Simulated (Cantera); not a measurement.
Feed: 1 mol Al, 0.65 mol NH₃, a varied amount of N₂, held at 23.0 Pa.

Equilibrium computed with Cantera from the NASA thermochemical tables; the gas is ideal and each condensed phase is pure. Candidate condensed phases: Al, AlN; 13 gas species. Kinetics and transport are ignored.

Stable condensed phases, one row left out:

```
T in K \ n(N₂) in mol
          24  33  45  62  85 120 160 220
   2200    A   A   A   A   A   A   A   A
   2150    A   A   A   A   A   A   A   A
   2100    A   A   A   A   A   A   A   A
   2050    A   A   A   A   A   A   A   A
   2000    A   A   A   A   A   A   A   A
   1950    A   A   A   A   A   A   A   A
   1900    A   A   A   A   A   A   A   A
   1850    A   A   A   A   A   A   A   A
   1800    A   A   A   A   A   A   A   A
   1750    B   B   A   A   A   A   A   A
   1650    B   B   B   B   B   B   B   B
   1600    B   B   B   B   B   B   B   B
   1550    B   B   B   B   B   B   B   B
```

A: gas only; B: AlN.

Give the row for 1700 K.

24: AlN; 33: AlN; 45: AlN; 62: AlN; 85: AlN; 120: AlN; 160: gas only; 220: gas only.
